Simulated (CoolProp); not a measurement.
n-perfluoropentane along the isobar 0.828 MPa: Z from the reference equation and from simpler models built on Tc = 147.9 °C, pc = 2.063 MPa, ω = 0.436; each cubic takes its own stable root.

The numbers come from the reference Helmholtz-energy equation of state, Gao 2022 in CoolProp.

```tsv
T (°C)	phase	reference	Redlich-Kwong	Soave-Redlich-Kwong	Peng-Robinson
0.95	liquid	0.06212	0.07055	___	0.05893
16.95	liquid	0.06048	___	0.06479	0.05735
32.95	liquid	___	0.06819	0.06362	0.05624
48.85	liquid	___	0.06791	0.06303	0.05566
64.85	liquid	0.05788	0.06838	0.06311	0.05568
80.85	liquid	0.05797	0.06991	0.06410	0.05652
96.85	liquid	0.05886	0.7580	0.06654	0.05865
112.85	gas	0.7677	0.7939	0.7759	0.7600
128.85	gas	0.8097	0.8220	0.8140	0.7987
```

Task: Some entries are withheld; supply them.

Result: 
- 0.95, Soave-Redlich-Kwong: 0.06650
- 16.95, Redlich-Kwong: 0.06909
- 32.95, reference: 0.05921
- 48.85, reference: 0.05833

At some of these states Redlich-Kwong gives the other phase, because its saturation line lies elsewhere.
